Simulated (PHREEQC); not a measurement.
A solution holds 0.21 mol/kgw HF, 0.017 mol/kgw NH4F and 6.6e-05 mol/kgw H3PO4, at 20 °C. Closed to the air; pH follows from the charge balance.

Equilibrium calculation in PHREEQC: ion-association model, phreeqc.dat.

Precipitation was switched off in this run.

Question: What pH does the model give?

Answer: pH 2.01.

Question: In which forms is F present?

Answer: HF 83 %, HF2- 10 %, F- 7.3 % of the F.
